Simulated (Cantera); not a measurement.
## MgO + C + H2 (carbothermic reduction)

Feed: 1 mol MgO, 4.4 mol C, 16 mol H2, equilibrated at 4700 Pa.

Equilibrium computed with Cantera from the NASA thermochemical tables; the gas is ideal and each condensed phase is pure. Candidate condensed phases: C, C6H6, C7H8, C8H18, H2O, Mg, MgCO3, MgO, Mg(OH)2; 116 gas species. The tables' values for MgH are old estimates; treat these amounts as uncertain. Kinetics and transport are ignored.

From 1700 K to 2375 K the condensed part is C(graphite). The main Mg-bearing gas is Mg throughout.

```tsv
T (K)	log p H2	log p H	log p CO	log p Mg	log p C2H2 (acetylene)	n C(graphite)
1700	-1.38	-4.52	-2.58	-2.58	-5.51	3.40
1775	-1.38	-4.23	-2.58	-2.58	-5.23	3.39
1850	-1.38	-3.96	-2.58	-2.58	-4.96	3.39
1925	-1.38	-3.71	-2.58	-2.59	-4.72	3.38
2000	-1.38	-3.48	-2.58	-2.59	-4.50	3.38
2075	-1.38	-3.27	-2.59	-2.59	-4.29	3.36
2150	-1.39	-3.07	-2.59	-2.59	-4.10	3.34
2225	-1.39	-2.89	-2.59	-2.59	-3.93	3.31
2300	-1.40	-2.71	-2.59	-2.59	-3.76	3.26
2375	-1.41	-2.56	-2.60	-2.60	-3.62	3.21
```
log p: log10 of the partial pressure in bar; n: condensed amount in mol.
